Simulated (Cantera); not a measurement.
What does this Cantera script print?

```python
import numpy as np
import cantera as ct

gas = ct.Solution("h2o2.yaml")
gas.TP = 300, 57000
flame = ct.CounterflowDiffusionFlame(gas, width=0.02)
flame.fuel_inlet.X, flame.fuel_inlet.T = {'H2': 1}, 473
flame.oxidizer_inlet.X, flame.oxidizer_inlet.T = {'O2': 0.27, 'N2': 0.73}, 650
flame.set_refine_criteria(ratio=3, slope=0.12, curve=0.24, prune=0.03)
show = ['OH', 'H', 'H2O', 'HO2']

rows = []
print(f"{'mdot':>8s}{'a_max':>10s}{'a_mean':>10s}{'Tmax/K':>9s}" + "".join(f"{s:>11s}" for s in show) + "   (peak mole fractions)")
for i, mdot in enumerate([0.34, 0.48, 0.67, 0.93, 1.3, 1.8, 2.6, 3.6, 5]):  # kg/m2/s on the oxidiser side
    flame.oxidizer_inlet.mdot, flame.fuel_inlet.mdot = mdot, 0.29 * mdot
    flame.solve(loglevel=0, auto=(i == 0))
    if flame.T.max() < max(473, 650) + 100:
        print(f"{mdot:8.3g}  no burning solution found from the previous one")
        break
    dT = np.abs(np.gradient(flame.T, flame.grid))
    rows.append([flame.strain_rate("max"), flame.strain_rate("mean"), flame.T.max(),
                 *(flame.X[gas.species_index(s)].max() for s in show), max(dT[0], dT[-1]) / dT.max()])
    print(f"{mdot:8.3g}{rows[-1][0]:10.1f}{rows[-1][1]:10.1f}{rows[-1][2]:9.1f}" + "".join(f"{x:11.3e}" for x in rows[-1][3:-1]))
```

Result:

```
    mdot     a_max    a_mean   Tmax/K         OH          H        H2O        HO2   (peak mole fractions)
    0.34     915.5     224.1   2560.5  3.521e-02  3.532e-02  3.067e-01  5.474e-05
    0.48    1266.3     316.4   2491.3  3.436e-02  3.833e-02  3.040e-01  6.577e-05
    0.67    1730.5     441.7   2430.1  3.411e-02  4.223e-02  3.007e-01  7.656e-05
    0.93    2393.3     613.1   2360.2  3.328e-02  4.638e-02  2.975e-01  8.809e-05
     1.3    3313.2     857.0   2286.0  3.213e-02  5.108e-02  2.943e-01  9.945e-05
     1.8    4564.6    1186.6   2200.4  3.040e-02  5.498e-02  2.921e-01  1.098e-04
     2.6    6531.5    1714.0   2113.1  2.857e-02  6.016e-02  2.889e-01  1.221e-04
     3.6    9072.4    2373.2   2045.5  2.724e-02  6.549e-02  2.853e-01  1.321e-04
       5   12589.8    3296.1   1960.7  2.498e-02  6.967e-02  2.822e-01  1.424e-04
```

Model: the H2/O2 subset of GRI-Mech 3.0, which has no nitrogen chemistry, integrated in Cantera. The maximum strain rate includes the flame's own expansion and is several times the mean.
